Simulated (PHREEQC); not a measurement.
A solution holds 0.18 mol/kgw CuCl2 and 0.00091 mol/kgw HNO3, at 25 °C. Closed to the air; pH follows from the charge balance.

Equilibrium calculation in PHREEQC: ion-association model, phreeqc.dat.

```json
[
 {"quantity": "pH", "before": "3.16", "after": "3.44"},
 {"quantity": "ionic strength (mol/kgw)", "before": "0.470", "after": "0.247"}
]
```

**Question.** Which change was made?
A. CuCl2 replaced by CdCl2 at the same molality
B. diluted 2-fold with water
C. CuCl2 from 0.18 to 0.198 mol/kgw
D. diluted 10-fold with water
E. HNO3 left out

**Answer.** B, diluted 2-fold with water

This is a speciation only: nothing precipitates in the calculation.
